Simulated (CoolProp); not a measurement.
A simple Rankine cycle with water: condensing at 294.15 K, boiler at 0.062 MPa, turbine inlet 509.9 K, turbine efficiency 0.6, pump efficiency 0.7, no recuperator. Each further row changes one setting.

Model: reference Helmholtz-energy equation of state, Wagner 2002, in CoolProp.

```
case                             thermal efficiency (%)  net work (kJ/kg)  heat in (kJ/kg)  turbine exit temperature (K)  volume ratio over the turbine
-------------------------------  ----------------------  ----------------  ---------------  ----------------------------  -----------------------------
as stated                                          11.3               323             2860                         340.2                           16.7
turbine inlet 529.9 K                              11.5               334             2900                         355.7                           16.8
condensing temperature 286.15 K                    12.5               361             2890                         319.8                           26.0
boiler pressure 0.0434 MPa                         10.3               295             2860                         355.8                           12.2
turbine efficiency 0.5                              9.4               269             2860                         368.8                           18.1
```
